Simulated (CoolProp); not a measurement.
Saturation properties of benzene (Tc = 562.0 K, pc = 4906 kPa, ω = 0.211).

The numbers come from the reference Helmholtz-energy equation of state, Thol 2012 in CoolProp.

| T (K) | p (kPa) | vapour density (kg/m³) | liquid viscosity (µPa s) | liquid conductivity (mW/(m K)) |
|---|---|---|---|---|
| 353 | 100.7 | 2.773 | 320 | 124 |
| 370.4 | 167.1 | 4.456 | 272 | 118 |
| 387.7 | 262.7 | 6.820 | 233 | 113 |
| 405 | 395.1 | 10.06 | 201 | 108 |
| 422.3 | 572.4 | 14.38 | 175 | 103 |
| 439.6 | 803.2 | 20.07 | 152 | 98.2 |
| 457 | 1098 | 27.54 | 133 | 93.2 |
| 474.3 | 1465 | 37.23 | 116 | 88.2 |

It boils at 353.2 K under 1 atm.

Viscosity comes from a separate model (Avgeri 2014). Thermal conductivity comes from a separate model (Assael 2012).
